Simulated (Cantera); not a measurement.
Input: 1 mol Fe₂O₃, a varied amount of C, 0.41 mol N₂, held at 777 °C and 7.50 Torr.

Cantera equilibrium calculation (NASA polynomials, part measured and part estimated; ideal gas, pure solids and liquids). Candidate condensed phases: C, Fe, Fe(CO)₅, FeO, Fe₂O₃, Fe₃O₄; 27 gas species. Mutual solubility and eutectic melting of coexisting phases are not modelled. The tables' stoichiometric FeO is somewhat more stable than real wüstite, so its field is too wide. FeO: taken at fixed stoichiometry. Condensed phases not in the tables: cementite and carbon dissolved in iron. Kinetics and transport are ignored.

log p: log10 of the partial pressure in bar; n: condensed amount in mol.

```
n(C) (mol)  log p CO  log p N₂  log p CO₂  n FeO(s)  n Fe(α)  n C(graphite)
----------  --------  --------  ---------  --------  -------  -------------
0.8            -2.30     -2.47      -2.78      2.00        …              0
1              -2.24     -2.54      -2.87      1.81        …              0
1.3            -2.21     -2.62      -2.84      1.45        …              0
1.6            -2.19     -2.69      -2.82      1.09        …              0
2.1            -2.17     -2.79      -2.80     0.498        …              0
2.6            -2.14     -2.87      -2.88         0     2.00              0
3.3            -2.06     -2.92      -4.78         0     2.00          0.306
```

Task: Some entries are withheld; supply them.

Result: 
- 0.8, n Fe(α): 0
- 1, n Fe(α): 0.192
- 1.3, n Fe(α): 0.549
- 1.6, n Fe(α): 0.907
- 2.1, n Fe(α): 1.50
